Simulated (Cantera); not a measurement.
Cantera run, input and output.

```python
import numpy as np
import cantera as ct

gas = ct.Solution("gri30.yaml")
gas.TPX = 1300, 300000, {'CH4': 1, 'O2': 2.86, 'N2': 20.6, 'H2O': 2.9}
reactor = ct.IdealGasReactor(gas, energy="on", clone=False)
net = ct.ReactorNet([reactor])
net.rtol, net.atol = 1e-08, 1e-16
show = ['CH4', 'O2', 'H2O', 'NO2', 'C2H', 'HO2', 'CH2O']
times = np.geomspace(2e-06, 0.2, 14)

steps = ct.SolutionArray(gas, extra=["t"])
rows = []
print(f"{'t/s':>10s}{'T/K':>9s}{'P/Pa':>11s}" + "".join(f"{s:>11s}" for s in show))
for t in times:
    while net.time < t:
        t_next = net.step()
        steps.append(gas.state, t=t_next)
    rows.append([np.interp(t, steps.t, y) for y in (steps.T, steps.P, *steps(*show).X.T)])
    print(f"{t:10.3e}{rows[-1][0]:9.1f}{rows[-1][1]:11.4g}" + "".join(f"{x:11.3e}" for x in rows[-1][2:]))
rate = np.gradient(steps.T, steps.t)
print("integrator steps:", len(steps.t))
if steps.T.max() > steps.T[0] + 200:
    print(f"time of steepest temperature rise: {steps.t[rate.argmax()]:.4e} s")
gas.TPX = 1300, 300000, {'CH4': 1, 'O2': 2.86, 'N2': 20.6, 'H2O': 2.9}
gas.equilibrate("UV")
print(f"equilibrium (UV): T = {gas.T:.1f} K  " + "  ".join(f"{s} {gas[s].X[0]:.3e}" for s in show))
```

Output:

```
       t/s      T/K       P/Pa        CH4         O2        H2O        NO2        C2H        HO2       CH2O
 2.000e-06   1300.0      3e+05  3.655e-02  1.045e-01  1.060e-01  1.092e-26  1.306e-34  6.347e-09  2.334e-11
 4.849e-06   1300.0      3e+05  3.655e-02  1.045e-01  1.060e-01  2.833e-25  1.202e-32  1.535e-08  1.437e-10
 1.176e-05   1300.0      3e+05  3.655e-02  1.045e-01  1.060e-01  5.656e-24  1.040e-30  3.683e-08  8.788e-10
 2.850e-05   1300.0      3e+05  3.655e-02  1.045e-01  1.060e-01  1.139e-22  9.907e-29  8.690e-08  5.479e-09
 6.910e-05   1300.0      3e+05  3.655e-02  1.045e-01  1.060e-01  2.653e-21  1.171e-26  1.971e-07  3.663e-08
 1.675e-04   1300.0      3e+05  3.655e-02  1.045e-01  1.060e-01  7.348e-20  2.056e-24  4.048e-07  2.822e-07
 4.062e-04   1300.0      3e+05  3.654e-02  1.045e-01  1.060e-01  2.184e-18  6.526e-22  6.421e-07  2.554e-06
 9.848e-04   1300.2      3e+05  3.651e-02  1.045e-01  1.060e-01  5.490e-17  1.533e-19  8.525e-07  1.932e-05
 2.388e-03   1301.1  3.003e+05  3.635e-02  1.044e-01  1.061e-01  1.436e-15  1.006e-17  1.833e-06  8.767e-05
 5.789e-03   1308.8  3.021e+05  3.521e-02  1.036e-01  1.071e-01  8.807e-14  2.907e-15  7.343e-06  4.169e-04
 1.403e-02   2230.0  5.154e+05  1.985e-19  3.099e-02  1.766e-01  3.288e-07  2.832e-27  3.108e-06  8.425e-13
 3.403e-02   2227.6  5.149e+05  1.953e-19  3.051e-02  1.766e-01  1.349e-06  2.656e-27  3.048e-06  8.297e-13
 8.249e-02   2223.5  5.139e+05  1.896e-19  2.971e-02  1.767e-01  3.047e-06  2.372e-27  2.946e-06  8.088e-13
 2.000e-01   2219.7   5.13e+05  1.842e-19  2.898e-02  1.767e-01  4.570e-06  2.131e-27  2.855e-06  7.904e-13
integrator steps: 2014
time of steepest temperature rise: 8.5631e-03 s
equilibrium (UV): T = 2218.7 K  CH4 2.665e-19  O2 2.879e-02  H2O 1.767e-01  NO2 4.960e-06  C2H 2.408e-27  HO2 2.832e-06  CH2O 7.858e-13
```

Cantera simulation using GRI-Mech 3.0 (53 species, 325 reactions); the numbers are that mechanism's predictions, not measurements.
